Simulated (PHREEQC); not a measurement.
2.9 g of hydrous ferric oxide (600 m²/g; 0.2 weak and 0.005 strong sites per Fe, Dzombak-Morel constants, diffuse double layer) in 1 kg of water with 0.001 mol/kgw of an inert sodium salt and 6.4e-05 mol NaH2PO4, 0.00027 mol CuSO4 and 0.00062 mol ZnCl2, at 25 °C; the pH is set by adding NaOH or the inert anion's acid. Oxygen is held at 0.21 atm. No CO2 enters from the air. Nothing may precipitate in this run.

Base run: PHREEQC, ion-association model, wateq4f.dat. Each further column changes one thing. The table gives S sorbed (%).

```csv
pH,base,no electrostatic term (-no_edl),background salt from 0.001 to 0.0001 mol/kgw,oxide from 2.9 to 14 g/kgw,0.0012 mol/kgw Na2SO4 added
3,100.0,___,100.0,100.0,100.0
4,100.0,1.3,100.0,100.0,100.0
5.5,99.9,1.3,99.9,100.0,97.5
6.5,96.8,___,97.2,___,72.3
7.5,41.7,___,___,___,___
8.5,1.1,1.9,1.1,2.6,1.0
10,0.0,0.2,0.0,0.0,0.0
11,0.0,0.0,0.0,0.0,0.0
```

Question: Fill in the missing entries.

Answer: 
- 3, no electrostatic term (-no_edl): 1.2
- 6.5, no electrostatic term (-no_edl): 1.5
- 6.5, oxide from 2.9 to 14 g/kgw: 99.4
- 7.5, no electrostatic term (-no_edl): 2.2
- 7.5, background salt from 0.001 to 0.0001 mol/kgw: 43.2
- 7.5, oxide from 2.9 to 14 g/kgw: 68.1
- 7.5, 0.0012 mol/kgw Na2SO4 added: 24.0

H3PO4, which wateq4f.dat lacks, is added to it with the constant of phreeqc.dat. The database has no phosphate complexes of Cu, Zn. The database's constant for dissolved Cu(OH)2 is higher than later reviews accept. The oxide is taken as insoluble; below pH 4 it would dissolve. In at least one series the solution becomes supersaturated in solids that the run did not let form, among them Cu(OH)2, Zn(OH)2-e, Zn5(OH)8Cl2.
